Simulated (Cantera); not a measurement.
A closed system holds: 1 mol SiHCl3, 0.3 mol N2, 6.5 mol H2, held at 0.000980 bar.

These are equilibrium values from Cantera (NASA tables, ideal gas, pure condensed phases), not measurements of a reactor. Candidate condensed phases: NH4Cl, Si, Si3N4; 28 gas species. N2 is the only nitrogen source here; it is nearly inert below about 1500 K, so the nitride shown seldom forms there in practice. Mutual solubility and eutectic melting of coexisting phases are not modelled. Gases not in the tables: Si2H6 and higher silanes. Kinetics and transport are ignored.

Problem. Which condensed phases are stable at each of these points (T (K)): 1475, 1575, 1675, 1775, 1875, 1975, 2075?

Solution. 
```
T (K)  condensed phases  Si condensed (%)
-----  ----------------  ----------------
1475   Si(s) + Si3N4(s)              15.5
1575              Si(s)              13.7
1675              Si(s)              11.8
1775              Si(l)              12.4
1875              Si(l)               8.2
1975           gas only               0.0
2075           gas only               0.0
```

At 1475 K the condensed part is Si(s) + Si3N4(s). From 1575 K to 1675 K the condensed part is Si(s). From 1775 K to 1875 K the condensed part is Si(l). From 1975 K to 2075 K nothing is condensed.
